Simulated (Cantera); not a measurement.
Charge: 1 mol CO, 0.056 mol O2, 36 mol H2, at 1377 °C and 1200000 Pa.

These are equilibrium values from Cantera (NASA tables, ideal gas, pure condensed phases), not measurements of a reactor. Candidate condensed phases: C, C6H6, C7H8, C8H18, H2O; 110 gas species. Kinetics and transport are ignored.

Base state: H2 0.969, CO 0.0263, H2O 0.00378, CH4 0.000779, CO2 3.19e-5, H 2.58e-5 (mole fractions); condensed: gas only.

### Question
What changes in the equilibrium state with this change: CO replaced by CH4?

### Answer
| species | before | after |
|---|---|---|
| H2 | 0.969 | 0.982 |
| CH4 | 0.000779 | 0.0154 |
| CO | 0.0263 | 0.00296 |
| CO2 | 3.19e-5 | 2.11e-8 |
| C2H4 | 1.01e-7 | 3.84e-5 |
| C(graphite), mol | 0 | 0.306 |

### Question
What changes in the equilibrium state with this change: H2 from 36 to 0.64 mol?

### Answer
```csv
species,before,after
CO,0.0263,0.586
H2,0.969,0.345
H2O,0.00378,0.0447
CO2,3.19e-5,0.0236
CH4,0.000779,6.65e-5
H,2.58e-5,1.54e-5
```

### Question
What changes in the equilibrium state with this change: O2 from 0.056 to 0.015 mol?

### Answer
```csv
species,before,after
H2,0.969,0.971
CO,0.0263,0.0257
H2O,0.00378,0.00215
CH4,0.000779,0.00135
CO2,3.19e-5,1.77e-5
H,2.58e-5,2.58e-5
```
